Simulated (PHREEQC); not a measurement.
A made-up water analysis in mmol/kgw, 25 °C, pH 6.41, pe 10.6: Na 250; K 1.26; Ca 7.53; Mg 4.88; Cl 260; S(6) 8.52; Alkalinity (meq/kgw) 0.00162; Si 0.18; Zn 0.0895; Cd 0.0933.

Valence states are taken as typed.

Computed with PHREEQC (ion-association model, wateq4f.dat).

```tsv
quantity	before	after
ionic strength (mol/kgw)	0.290	0.290
Ca+2 (mol/kgw)	0.00698	0.00698
Mg+2 (mol/kgw)	0.00443	0.00443
NaSO4- (mol/kgw)	0.00181	0.00181
CaSO4 (mol/kgw)	0.000550	0.000550
SI of Chalcedony (SiO2)	-0.16	-0.16
SI of Gypsum (CaSO4:2H2O)	-0.96	-0.96
```

Name the change that produced these shifts.
A) pH from 6.41 to 6.91 at the same alkalinity
B) pH from 6.41 to 5.5 at the same alkalinity
C) Zn from 0.0895 to 0.179 mmol/kgw

B, pH from 6.41 to 5.5 at the same alkalinity

No solid was allowed to form. Some of these states are supersaturated (in Quartz (slow to form), for instance).
